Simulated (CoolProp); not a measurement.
Methane at 293.15 K and 17.8 MPa flows at 1.6 m/s in a round tube of 6 mm bore and 45 µm roughness, fully developed (64/Re and Nu = 3.66 if laminar; Colebrook and Gnielinski if turbulent). Each further row changes one setting.

Model: reference Helmholtz-energy equation of state, Setzmann 1991, in CoolProp.

| case | Reynolds number | Darcy friction factor | pressure drop (Pa/m) | heat-transfer coefficient (W/(m² K)) | mass flow (kg/h) |
|---|---|---|---|---|---|
| as stated | 78000 | 0.0354 | 1100 | 3470 | 23.7 |
| velocity 3.2 m/s | 156000 | 0.0349 | 4350 | 6890 | 47.5 |
| diameter 12 mm | 156000 | 0.0286 | 445 | 2840 | 95.0 |

Viscosity comes from a separate model (Quiñones-Cisneros 2006). Thermal conductivity comes from a separate model (Friend 1989).
